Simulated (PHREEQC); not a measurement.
A made-up water analysis in mg/kgw, 70 °C, pH 6.28, pe 10.8:

```csv
constituent,mg/kgw
Na,33.9
K,31.7
Ca,47.1
Mg,2.02
Cl,38.2
S(6) as SO4,105
Alkalinity as HCO3,93.2
Cd,5.66
Li,0.72
Zn,5.06
```

Valence states are taken as typed.

The numbers come from PHREEQC with the ion-association model, phreeqc.dat.

No solid was allowed to form.

**Question.** Predict the ionic strength, charge-balance error, specific conductance.

**Answer.** ionic strength 0.00678 mol/kgw; charge-balance error 4.0 %; specific conductance 1160 µS/cm.

**Question.** In which forms is Ca present?

**Answer.** Ca+2 89 %, CaSO4 9.4 %, CaHCO3+ 1.6 % of the Ca.

Saturation is exceeded, for instance for Otavite; the values hold only as long as no solid forms. At this temperature some constants are extrapolated from 25 °C, and those without enthalpy data are left unchanged.
